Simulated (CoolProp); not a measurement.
Computed with CoolProp (reference Helmholtz-energy equation of state, Penoncello 2003).

Problem. For CHF3 (R23), give the phase and the density (kg/m³), cp (kJ/(kg K)), Joule-Thomson coefficient (K/MPa), conductivity (mW/(m K)) at 228.2 K and 0.571 MPa.

Solution. 
- 228.2 K and 0.571 MPa: gas; density 24.2, cp 0.896, Joule-Thomson coefficient 31.7, conductivity 10.7

Thermal conductivity comes from a separate model (Shan 2000).
